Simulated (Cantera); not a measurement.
Input (Python, Cantera) and output of one run.

```python
import numpy as np
import cantera as ct

gas_names = """
    AL ALCL ALCL2 ALCL3 ALH ALN AL2 AL2CL6 CL CL2 H HCL H2 N NH NH2 NH3 N2 N2H2 N2H4
""".split()
cond_names = """
    AL(cr) AL(L) ALCL3(s) ALCL3(L) ALN(s) NH4CL(a) NH4CL(b)
""".split()


# ... load() reads the species with a 1 bar reference pressure and builds the phases ...
atoms = {
    'Al': {'AL': 1},
    'NH3': {'N': 1, 'H': 3},
    'H2': {'H': 2},
    'HCl': {'H': 1, 'CL': 1},
}
top_T = {'ALN(s)': 2750}  # K; cautious upper limits of use, not melting points


# ... equilibrate(T, P, feed) seeds the gas with the atoms and calls Mixture.equilibrate('TP', solver="vcs", rtol=1e-11, max_steps=5000) ...
results = []
feed = {'Al': 1, 'NH3': 0.72, 'H2': 2.6, 'HCl': 1.2}  # mol
P = 1333.22  # Pa
for T in [1548, 1598, 1648, 1698, 1748, 1798, 1848]:
    mix = equilibrate(T, P, feed)
    results.append((T, P, feed, dict(zip(mix.species_names, mix.species_moles))))

top = {s: max(r[3][s] / sum(r[3][g] for g in gas_names) for r in results) for s in gas_names}
cols = sorted((s for s in top if top[s] > 1e-06), key=lambda s: -top[s])[:7]
seen = [c for c in cond_names if any(r[3].get(c, 0) > 1e-12 for r in results)]
print("log10 of partial pressures in bar; condensed amounts in mol")
print(f"{'T/K':>10s}" + "".join(f"{s[:9]:>10s}" for s in cols + seen))
for T, P, feed, n in results:
    ng = sum(n[g] for g in gas_names)
    print(f"{T:10.4g}" + "".join(f"{np.log10(max(n[s] / ng * P / 1e5, 1e-99)):10.3f}" for s in cols)
          + "".join(f"{n.get(c, 0):10.4g}" for c in seen))
```

Output:

```
log10 of partial pressures in bar; condensed amounts in mol
       T/K        H2      ALCL        N2       HCL     ALCL3     ALCL2         H    ALN(s)
      1548    -1.961    -3.169    -3.534    -3.116    -3.360    -3.672    -5.492    0.4989
      1598    -1.976    -2.945    -3.340    -3.170    -3.582    -3.635    -5.262    0.3614
      1648    -1.993    -2.778    -3.189    -3.280    -3.949    -3.700    -5.047    0.1892
      1698    -2.005    -2.674    -3.091    -3.456    -4.497    -3.889    -4.842   0.03058
      1748    -2.009    -2.655    -3.076    -3.473    -4.801    -4.001    -4.646         0
      1798    -2.010    -2.651    -3.077    -3.440    -5.006    -4.073    -4.458         0
      1848    -2.012    -2.649    -3.077    -3.415    -5.214    -4.149    -4.281         0
```

These are equilibrium values from Cantera (NASA tables, ideal gas, pure condensed phases), not measurements of a reactor. The tables' values for AlCl2 are old estimates; treat these amounts as uncertain.
